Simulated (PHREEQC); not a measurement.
Dissolve 0.002 mol KOH, 0.067 mol AlCl3, 0.03 mol HF and 6e-05 mol KCl per kg of water at 20 °C. Closed to the air; pH follows from the charge balance.

Model: ion-association model, phreeqc.dat, run in PHREEQC.

Question: The ionic strength comes out as 0.343 mol/kgw. What activity coefficients do H+, Al+3, AlF2+, AlOH+2, AlF+2 get?

Answer: H+ 0.78, Al+3 0.11, AlF2+ 0.72, AlOH+2 0.26, AlF+2 0.26.

This is a speciation only: nothing precipitates in the calculation. Species that the database lacks are ignored. Fluoro complexes past AlF4- and FeF3 are missing from the database.
